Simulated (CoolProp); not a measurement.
The fluid at 298.15 K and 0.45 MPa is compressed adiabatically to 0.851 MPa with isentropic efficiency 0.6. The same conditions are run with several fluids, on thermodynamics alone (safety and materials aside).

Model: reference Helmholtz-energy equation of state of each fluid (chlorine: Thol 2021; carbonyl sulfide: Lemmon 2006; R13: Platzer 1990; R410A: Lemmon 2003; fluoroethane (R161): Wu 2012), in CoolProp. The equations of Platzer and Polt are older, rougher fits. Blends and air are pseudo-pure fits.

```csv
fluid,work (kJ/kg),final temperature (K),final density (kg/m³)
chlorine,37.7,376.7,20.3
carbonyl sulfide,44.1,362.1,17.9
R13,25.0,338.1,33.4
R410A,35.4,342.8,23.3
fluoroethane (R161),52.5,342.1,15.8
```
